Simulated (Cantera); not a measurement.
## Thermodynamics of silicon oxide and oxynitride deposition, feed SiH2Cl2 + O3 + N2 + NO

Input: 1 mol SiH2Cl2, 7.8 mol O3, 16 mol N2, 0.74 mol NO, equilibrated at 1427 °C and 93.0 mbar.

These are equilibrium values from Cantera (NASA tables, ideal gas, pure condensed phases), not measurements of a reactor. Candidate condensed phases: H2O, NH4Cl, Si, SiO2, Si2N2O, Si3N4; 47 gas species. The tables hold silica as quartz up to 1696 K and as liquid above; real silica turns to tridymite and cristobalite and melts near 1996 K. The numbers say what is thermodynamically allowed, not how fast it happens.

- x(N2): 0.552
- x(O2): 0.368
- x(HCl): 0.0482
- x(Cl): 0.0178
- x(H2O): 0.00959
- x(NO): 0.00321
- x(Cl2): 0.000795
- x(OH): 0.000235
- x(O): 8.89e-5
- n(SiO2(condensed)): 1.00 mol
- gas amount: 29.56 mol
- log10 activity of Si(l) (absent): -17.24
